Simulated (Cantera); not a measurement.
A Cantera script and what it prints.

```python
import numpy as np
import cantera as ct

gas_names = """
    N NO NO2 NO3 N2 N2O O O2 O3 Pb PbO Pb2
""".split()
cond_names = """
    Pb(cr) Pb(L) PbO(rd) PbO(yw) PbO(L) PbO2(s) Pb3O4(s)
""".split()


# ... load() reads the species with a 1 bar reference pressure and builds the phases ...
atoms = {
    'PbO': {'Pb': 1, 'O': 1},
    'O2': {'O': 2},
    'N2': {'N': 2},
}
top_T = {'Pb3O4(s)': 820}  # K; cautious upper limits of use, not melting points


# ... equilibrate(T, P, feed) seeds the gas with the atoms and calls Mixture.equilibrate('TP', solver="vcs", rtol=1e-11, max_steps=5000) ...
results = []
feed = {'PbO': 1, 'O2': 0.048, 'N2': 4.4}  # mol
P = 1900  # Pa
for T in [775, 875, 975, 1075, 1175, 1275, 1375, 1475]:
    mix = equilibrate(T, P, feed)
    results.append((T, P, feed, dict(zip(mix.species_names, mix.species_moles))))

top = {s: max(r[3][s] / sum(r[3][g] for g in gas_names) for r in results) for s in gas_names}
cols = sorted((s for s in top if top[s] > 1e-05), key=lambda s: -top[s])[:7]
seen = [c for c in cond_names if any(r[3].get(c, 0) > 1e-12 for r in results)]
print("log10 of partial pressures in bar; condensed amounts in mol")
print(f"{'T/K':>10s}" + "".join(f"{s[:9]:>10s}" for s in cols + seen))
for T, P, feed, n in results:
    ng = sum(n[g] for g in gas_names)
    print(f"{T:10.4g}" + "".join(f"{np.log10(max(n[s] / ng * P / 1e5, 1e-99)):10.3f}" for s in cols)
          + "".join(f"{n.get(c, 0):10.4g}" for c in seen))
```

Result:

```
log10 of partial pressures in bar; condensed amounts in mol
       T/K        N2       PbO        Pb        O2        NO   PbO(yw)    PbO(L)
       775    -1.726   -10.746   -15.309    -3.688    -8.207         1         0
       875    -1.726    -8.589   -12.185    -3.688    -7.503         1         0
       975    -1.726    -6.887    -9.712    -3.688    -6.944         1         0
      1075    -1.726    -5.511    -7.709    -3.689    -6.488    0.9993         0
      1175    -1.727    -4.395    -6.072    -3.689    -6.111         0    0.9903
      1275    -1.733    -3.538    -4.780    -3.680    -5.790         0     0.927
      1375    -1.769    -2.814    -3.739    -3.561    -5.476         0    0.5556
      1475    -1.821    -2.542    -3.247    -3.352    -5.162         0         0
```

Cantera equilibrium calculation (NASA polynomials, part measured and part estimated; ideal gas, pure solids and liquids). Gases not in the tables: (PbO)n polymers.
